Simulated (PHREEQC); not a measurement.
A solution holds 0.25 mol/kgw NaHCO3 and 0.0021 mol/kgw NaOH, at 45 °C. Closed to the air; pH follows from the charge balance.

Computed with PHREEQC (ion-association model, phreeqc.dat).

No solid was allowed to form.

Problem. Estimate the pH, density.

Solution. pH 7.72; density 1.005 g/cm³.

Problem. In which forms is C present?

Solution. HCO3- 89 %, NaHCO3 5.3 %, NaCO3- 2.4 %, CO2 2.3 %, CO3-2 0.8 % of the C.

Away from 25 °C the constants follow the database's enthalpies or fits; those with neither stay at their 25 °C values.
